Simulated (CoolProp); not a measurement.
Vapour-liquid equilibrium of propane (1) + R227EA (2) at 304.2 K; x and y are mole fractions of (1).

Values from CoolProp's multi-fluid Helmholtz-energy mixture model, Lemmon 2009 and Lemmon 2016; pair parameters Bell 2016.

```csv
x,"bubble pressure, mixture model (MPa)","bubble pressure, Raoult's law (MPa)","y, mixture model","y, Raoult's law"
0.05,0.6434,0.5731,0.169,0.097
0.15,0.8086,0.6293,0.372,0.264
0.25,0.9329,0.6855,0.488,0.404
0.35,1.023,0.7417,0.565,0.522
0.45,1.086,0.7980,0.621,0.624
0.55,1.131,0.8542,0.669,0.713
0.65,1.162,0.9104,0.715,0.790
0.75,1.178,0.9666,0.767,0.859
0.85,1.176,1.023,0.833,0.920
0.95,1.143,1.079,0.930,0.975
```

The largest gap from Raoult's law is +37.9 % in bubble pressure, at x = 0.35. y crosses x between x = 0.75 and 0.85: the model has an azeotrope there.

Pair parameters are fitted to limited data, so mixtures are less certain than the pure fluids.
